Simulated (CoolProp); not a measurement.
Chloromethane (R40) along the isobar 712 kPa: fugacity coefficient from the reference equation and from simpler models built on Tc = 418.6 K, pc = 6929 kPa, ω = 0.150; each cubic takes its own stable root.

Model: reference Helmholtz-energy equation of state, Thol 2014, in CoolProp.

| T (K) | phase | reference |
|---|---|---|
| 330.9 | gas | 0.9172 |
| 336.7 | gas | 0.9220 |
| 342.4 | gas | 0.9264 |
| 348.2 | gas | 0.9305 |
| 353.9 | gas | 0.9342 |
| 359.7 | gas | 0.9377 |
| 365.4 | gas | 0.9410 |
| 371.2 | gas | 0.9440 |
| 376.9 | gas | 0.9468 |
| 382.7 | gas | 0.9494 |
| 388.4 | gas | 0.9519 |
| 394.2 | gas | 0.9542 |
| 399.9 | gas | 0.9563 |
| 405.7 | gas | 0.9584 |

How far does each simpler model (Soave-Redlich-Kwong, Peng-Robinson) lie from the reference over these 14 states: mean and median of the absolute difference, and the worst?


- Soave-Redlich-Kwong: mean 0.7 %, median 0.6 %, worst +1.4 % at 330.9 K and 712 kPa
- Peng-Robinson: mean 0.3 %, median 0.2 %, worst +0.9 % at 330.9 K and 712 kPa
